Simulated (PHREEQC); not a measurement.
0.027 g of hydrous ferric oxide (600 m²/g; 0.2 weak and 0.005 strong sites per Fe, Dzombak-Morel constants, diffuse double layer) in 1 kg of water with 0.005 mol/kgw of an inert sodium salt and 1e-06 mol/kgw NaF, at 25 °C; the pH is set by adding NaOH or the inert anion's acid. O2 is buffered at 0.21 atm. No CO2 enters from the air. Nothing may precipitate in this run.

All values are PHREEQC results (ion-association model, wateq4f.dat), not measurements.

Question: Predict F sorbed (%), surface charge σ (C/m²), surface potential ψ (mV) at pH = 4, 7, 7.5, 8.5.

Answer: 
```tsv
pH	F sorbed (%)	surface charge σ (C/m²)	surface potential ψ (mV)
4	74.2	0.180	193
7	2.1	0.013	62
7.5	0.7	0.006	34
8.5	0.1	-0.004	-22
```

Species that the database lacks are ignored. The oxide is taken as insoluble; below pH 4 it would dissolve.
